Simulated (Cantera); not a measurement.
A freely propagating, adiabatic, planar premixed flame of 9.35 % CH4, 18.7 % O2, 70.3 % N2, 1.59 % H2, unburnt at 523 K and 1130 Torr; mixture-averaged transport, grid criteria slope 0.08 and curve 0.16, no radiation.

Cantera simulation using GRI-Mech 3.0 (53 species, 325 reactions); the numbers are that mechanism's predictions, not measurements. Burning velocities carry a grid error of a few per cent, more on coarse grids.

**Question.** Predict: laminar burning velocity; thermal thickness; peak x(C2H6); peak x(HCO).

**Answer.** 
| Item | Result |
|---|---|
| laminar burning velocity | 99.0 cm/s |
| thermal thickness | 0.242 mm |
| peak x(C2H6) | 0.000993 |
| peak x(HCO) | 5.91e-5 |
